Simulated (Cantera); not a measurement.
An isothermal, constant-pressure homogeneous reactor starts with 26.2 % H₂, 23.8 % O₂, 50.0 % N₂, equivalence ratio 0.55, at 975 K and 0.860 bar.

Cantera simulation using GRI-Mech 3.0 (53 species, 325 reactions); the numbers are that mechanism's predictions, not measurements. The temperature is held fixed by assumption; the heat of reaction is taken as removed at once.

One state of this run: x H₂ = 2.05e-5; x O₂ = 0.123; x NO₂ = 7.16e-8; x H₂O₂ = 1.08e-8; x O = 1.00e-10; x OH = 1.61e-8. x: mole fraction; the columns are a selection and need not sum to one.

Problem. Which value of t (s) does it belong to?
A. 2.97
B. 0.932
C. 0.00911
D. 9.43

Solution. D, 9.43
